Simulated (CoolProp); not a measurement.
Vapour-liquid equilibrium of carbon dioxide (1) + cyclopentane (2) at -7.55 °C; x and y are mole fractions of (1).

Computed with CoolProp (multi-fluid Helmholtz-energy mixture model, Span 1996 and Gedanitz 2015; pair parameters Bell 2016).

```csv
x,"bubble pressure, mixture model (MPa)","bubble pressure, Raoult's law (MPa)","y, mixture model","y, Raoult's law"
0.05,0.2850,0.1512,0.965,0.939
0.125,0.6803,0.3633,0.984,0.976
0.2,1.034,0.5755,0.989,0.986
0.275,1.332,0.7876,0.991,0.991
0.35,1.569,0.9997,0.993,0.994
0.425,1.748,1.212,0.993,0.995
0.5,1.882,1.424,0.994,0.997
0.575,1.987,1.636,0.994,0.997
0.65,2.079,1.848,0.994,0.998
0.725,2.176,2.060,0.995,0.999
0.8,2.294,2.273,0.996,0.999
0.875,2.449,2.485,0.997,1.000
0.95,2.658,2.697,0.998,1.000
```

The largest gap from Raoult's law is +88.5 % in bubble pressure, at x = 0.05. No azeotrope shows between x = 0.05 and 0.95.

Pair parameters are fitted to limited data, so mixtures are less certain than the pure fluids. The gap from Raoult's law changes sign with composition, which may be real or a fault of the pair parameters; it wasn't checked against measurements. With so large a gap from Raoult's law the liquid may split in two, which this calculation doesn't test in full.
